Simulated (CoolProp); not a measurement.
The fluid at 302.96 K and 0.0713 MPa (gas) is heated at constant pressure to 365.4 K. The same conditions are run with several fluids, on thermodynamics alone (safety and materials aside).

Model: reference Helmholtz-energy equation of state of each fluid (R21: Platzer 1990; carbon monoxide: Lemmon 2006; vinyl chloride: Thol 2022; c-C4F8 (RC318): Platzer 1990; propylene: Lemmon 2013), in CoolProp. The equations of Platzer and Polt are older, rougher fits.

| fluid | heat (kJ/kg) | final density (kg/m³) |
|---|---|---|
| R21 | ? | 2.44 |
| carbon monoxide | 65.1 | 0.657 |
| vinyl chloride | 58.3 | ? |
| c-C4F8 (RC318) | ? | 4.74 |
| propylene | 105 | 0.993 |

**Question.** Some entries are withheld; supply them.

**Answer.** 
- R21, heat (kJ/kg): 39.8
- vinyl chloride, final density (kg/m³): 1.48
- c-C4F8 (RC318), heat (kJ/kg): 52.5
